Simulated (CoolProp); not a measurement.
Properties of octamethyltrisiloxane (MDM) at several states.

Model: reference Helmholtz-energy equation of state, Thol 2017, in CoolProp.

```tsv
T (K)	p (bar)	phase	cp (kJ/(kg K))	cv (kJ/(kg K))
393.8	0.123	gas	?	?
489.2	0.262	gas	?	?
366.9	0.712	liquid	?	?
463.4	0.192	gas	?	?
```

Task: Fill in the missing entries.

Result: 
- 393.8, cp (kJ/(kg K)): 1.664
- 393.8, cv (kJ/(kg K)): 1.627
- 489.2, cp (kJ/(kg K)): 1.910
- 489.2, cv (kJ/(kg K)): 1.872
- 366.9, cp (kJ/(kg K)): 1.953
- 366.9, cv (kJ/(kg K)): 1.638
- 463.4, cp (kJ/(kg K)): 1.847
- 463.4, cv (kJ/(kg K)): 1.810
